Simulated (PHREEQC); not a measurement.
Dissolve 0.0081 mol CdCl2, 0.026 mol Na2SO4 and 0.0021 mol NiCl2 per kg of water at 25 °C. Closed to the air; pH follows from the charge balance.

All values are PHREEQC results (ion-association model, wateq4f.dat), not measurements.

Question: The ionic strength comes out as 0.0851 mol/kgw. What activity coefficients do Cl-, NiCl+, Ni+2, NaSO4-, CdCl+ get?

Answer: Cl- 0.78, NiCl+ 0.79, Ni+2 0.39, NaSO4- 0.80, CdCl+ 0.79.

Precipitation was switched off in this run.
